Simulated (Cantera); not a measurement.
A closed system holds: 1 mol Si, 1.1 mol CO2, 1.2 mol H2, equilibrated at 1.00 Pa.

These are equilibrium values from Cantera (NASA tables, ideal gas, pure condensed phases), not measurements of a reactor. Candidate condensed phases: C, C6H6, C7H8, C8H18, H2O, Si, SiC, SiO2; 123 gas species. Mutual solubility and eutectic melting of coexisting phases are not modelled. The numbers say what is thermodynamically allowed, not how fast it happens.

Task: At 1123 K, list the 4 most abundant gas species with their mole fractions, and the condensed phases.

Result: H2 0.600, CO 0.400, SiO 0.000191, H 1.04e-5. Condensed: SiC(s) + SiO2(β-quartz).
